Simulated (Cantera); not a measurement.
What does this Cantera script print?

```python
import numpy as np
import cantera as ct

gas_names = """
    C CH CH2 CH3 CH2OH CH3O CH4 CH3OH CN CO CO2 COOH C2 C2H CHCO,ketyl C2H2,acetylene C2H2,vinylidene
    CH2CO,ketene C2H3,vinyl CH3CN CH3CO,acetyl C2H4 C2H4O,ethylen CH3CHO,ethanal CH3COOH (HCOOH)2 C2H5
    C2H6 CH3OCH3 C2H5OH CCN CNC C2N2 C2O C3 C3H3,propargyl C3H4,allene C3H4,propyne C3H4,cyclo-
    C3H5,allyl C3H6,propylene C3H6,cyclo- C3H6O C3H7,n-propyl C3H7,i-propyl C3H8 C3H8O,1propanol
    C3H8O,2propanol C3O2 C4 C4H2 C4H4,1,3-cyclo- C4H6,butadiene C4H6,2-butyne C4H6,cyclo- C4H8,1-butene
    C4H8,cis2-buten C4H8,tr2-butene C4H8,isobutene C4H8,cyclo- (CH3COOH)2 C4H9,n-butyl C4H9,i-butyl
    C4H9,s-butyl C4H9,t-butyl C4H10,isobutane C4H10,n-butane C4N2 C5 C5H6,1,3cyclo- C5H8,cyclo-
    C5H10,1-pentene C5H10,cyclo- C5H11,pentyl C5H11,t-pentyl C5H12,n-pentane C5H12,i-pentane
    CH3C(CH3)2CH3 C6H2 C6H5,phenyl C6H5O,phenoxy C6H6 C6H5OH,phenol C6H10,cyclo- C6H12,1-hexene
    C6H12,cyclo- C6H13,n-hexyl C7H7,benzyl C7H8 C7H8O,cresol C7H14,1-heptene C7H15,n-heptyl
    C7H16,n-heptane C8H8,styrene C8H10,ethylbenz C8H16,1-octene C8H17,n-octyl C8H18,isooctane
    C8H18,n-octane C9H19,n-nonyl C10H8,naphthale C10H21,n-decyl C12H9,o-bipheny C12H10,bipheny H HCN HCO
    HCCN HNC HNCO HNO HNO2 HNO3 HO2 H2 HCHO,formaldehy HCOOH H2O H2O2 N NCO NH NH2 NH3 NH2OH NO NO2 NO3
    N2 N2H2 N2H4 N2O O OH O2 O3 Si SiC SiC2 SiC4H12 SiH SiH2 SiH3 SiH4 SiN SiO SiO2 Si2 Si2C Si2N Si3
""".split()
cond_names = """
    C(gr) C6H6(L) C7H8(L) C8H18(L),n-octa H2O(s) H2O(L) Si(cr) Si(L) SiC(b) SiO2(Lqz) SiO2(hqz) SiO2(L)
    Si2N2O(s) Si3N4(a)
""".split()


def load(file, names, dense=False):
    # The tables refer to 1 bar. Condensed volumes are neglected.
    table = {s.name: s for s in ct.Species.list_from_file(file)}
    out = []
    for n in names:
        d = dict(table[n].input_data)
        d["thermo"] = dict(d["thermo"], **{"reference-pressure": 1e5})
        if dense:
            d["equation-of-state"] = {"model": "constant-volume", "density": "1e6 g/cm^3"}
        out.append(ct.Species.from_dict(d))
    return out


gas = ct.Solution(thermo="ideal-gas", species=load("nasa_gas.yaml", gas_names))
cond = {s.name: ct.Solution(thermo="fixed-stoichiometry", species=[s], name=s.name)
        for s in load("nasa_condensed.yaml", cond_names, dense=True)}
atoms = {
    'SiC': {'Si': 1, 'C': 1},
    'N2O': {'N': 2, 'O': 1},
    'H2': {'H': 2},
    'CO2': {'C': 1, 'O': 2},
}
top_T = {'C(gr)': 4500, 'SiC(b)': 3050, 'Si2N2O(s)': 2100, 'Si3N4(a)': 2400}  # K; cautious upper limits of use, not melting points


def equilibrate(T, P, feed):
    n = {}
    for name, mol in feed.items():
        for a, k in atoms[name].items():
            n[a] = n.get(a, 0.0) + k * mol
    gas.TPX = T, P, n
    mass = sum(n.values()) * gas.mean_molecular_weight
    gas.equilibrate("TP")
    valid = [c for c in cond.values() if c.min_temp <= T <= top_T.get(c.name, c.max_temp)]
    mix = ct.Mixture([(gas, mass / gas.mean_molecular_weight)] + [(c, 0.0) for c in valid])
    mix.T, mix.P = T, P
    mix.equilibrate("TP", solver="vcs", rtol=1e-11, max_steps=5000)
    return mix


results = []
T = 1348  # K
P = 1100  # Pa
for m in [8.2, 11, 16, 22, 30, 42, 59, 81, 110, 160, 220, 300, 420]:
    feed = {'SiC': 1, 'N2O': 0.03, 'H2': m, 'CO2': 0.079}  # mol
    mix = equilibrate(T, P, feed)
    results.append((T, P, feed, dict(zip(mix.species_names, mix.species_moles))))
    x = sorted(zip(gas.X, gas.species_names), reverse=True)
    print(f"T = {T:g} K  P = {P:g} Pa  n(H2) = {m:g} mol  gas = {mix.phase_moles(0):.4g} mol")
    print("   x: " + "  ".join(f"{s} {v:.3e}" for v, s in x if v > 1e-05))
    print("   condensed (mol): " + ("  ".join(f"{mix.phase(i).name} {mix.phase_moles(i):.4g}"
          for i in range(1, mix.n_phases) if mix.phase_moles(i) > 1e-12) or "none"))
```

Result:

```
T = 1348 K  P = 1100 Pa  n(H2) = 8.2 mol  gas = 8.348 mol
   x: H2 9.822e-01  CO 1.743e-02  SiO 2.611e-04  N2 5.041e-05  H 2.186e-05  CH4 1.570e-05
   condensed (mol): SiC(b) 0.9333  SiO2(hqz) 0.005337  Si2N2O(s) 0.02958
T = 1348 K  P = 1100 Pa  n(H2) = 11 mol  gas = 11.15 mol
   x: H2 9.866e-01  CO 1.308e-02  SiO 2.874e-04  N2 3.783e-05  H 2.191e-05  CH4 1.308e-05
   condensed (mol): SiC(b) 0.933  SiO2(hqz) 0.004657  Si2N2O(s) 0.02958
T = 1348 K  P = 1100 Pa  n(H2) = 16 mol  gas = 16.15 mol
   x: H2 9.905e-01  CO 9.071e-03  SiO 3.247e-04  N2 2.623e-05  H 2.196e-05  CH4 1.033e-05
   condensed (mol): SiC(b) 0.9323  SiO2(hqz) 0.003302  Si2N2O(s) 0.02957
T = 1348 K  P = 1100 Pa  n(H2) = 22 mol  gas = 22.16 mol
   x: H2 9.929e-01  CO 6.653e-03  SiO 3.600e-04  H 2.198e-05  N2 1.924e-05
   condensed (mol): SiC(b) 0.9314  SiO2(hqz) 0.001485  Si2N2O(s) 0.02957
T = 1348 K  P = 1100 Pa  n(H2) = 30 mol  gas = 30.16 mol
   x: H2 9.947e-01  CO 4.910e-03  SiO 3.441e-04  H 2.200e-05  N2 1.769e-05
   condensed (mol): SiC(b) 0.9307  Si2N2O(s) 0.02946
T = 1348 K  P = 1100 Pa  n(H2) = 42 mol  gas = 42.16 mol
   x: H2 9.962e-01  CO 3.506e-03  SiO 2.620e-04  N2 2.250e-05  H 2.202e-05
   condensed (mol): SiC(b) 0.9309  Si2N2O(s) 0.02905
T = 1348 K  P = 1100 Pa  n(H2) = 59 mol  gas = 59.16 mol
   x: H2 9.972e-01  CO 2.492e-03  SiO 2.047e-04  N2 2.746e-05  H 2.203e-05
   condensed (mol): SiC(b) 0.9311  Si2N2O(s) 0.02837
T = 1348 K  P = 1100 Pa  n(H2) = 81 mol  gas = 81.16 mol
   x: H2 9.980e-01  CO 1.810e-03  SiO 1.674e-04  N2 3.164e-05  H 2.204e-05
   condensed (mol): SiC(b) 0.9316  Si2N2O(s) 0.02742
T = 1348 K  P = 1100 Pa  n(H2) = 110 mol  gas = 110.2 mol
   x: H2 9.985e-01  CO 1.327e-03  SiO 1.414e-04  N2 3.490e-05  H 2.204e-05
   condensed (mol): SiC(b) 0.9321  Si2N2O(s) 0.02614
T = 1348 K  P = 1100 Pa  n(H2) = 160 mol  gas = 160.2 mol
   x: H2 9.989e-01  CO 9.051e-04  SiO 1.184e-04  N2 3.763e-05  H 2.205e-05
   condensed (mol): SiC(b) 0.9331  Si2N2O(s) 0.02396
T = 1348 K  P = 1100 Pa  n(H2) = 220 mol  gas = 220.2 mol
   x: H2 9.992e-01  CO 6.521e-04  SiO 1.039e-04  N2 3.887e-05  H 2.205e-05
   condensed (mol): SiC(b) 0.9343  Si2N2O(s) 0.02142
T = 1348 K  P = 1100 Pa  n(H2) = 300 mol  gas = 300.2 mol
   x: H2 9.994e-01  CO 4.725e-04  SiO 9.271e-05  N2 3.923e-05  H 2.205e-05
   condensed (mol): SiC(b) 0.9358  Si2N2O(s) 0.0182
T = 1348 K  P = 1100 Pa  n(H2) = 420 mol  gas = 420.2 mol
   x: H2 9.995e-01  CO 3.317e-04  SiO 8.290e-05  N2 3.888e-05  H 2.205e-05
   condensed (mol): SiC(b) 0.9379  Si2N2O(s) 0.01364
```

Method: chemical equilibrium by Gibbs-energy minimisation in Cantera with the NASA 1993 tables (ideal gas, pure condensed phases). Mutual solubility and eutectic melting of coexisting phases are not modelled. The tables hold silica as quartz up to 1696 K and as liquid above; real silica turns to tridymite and cristobalite and melts near 1996 K.
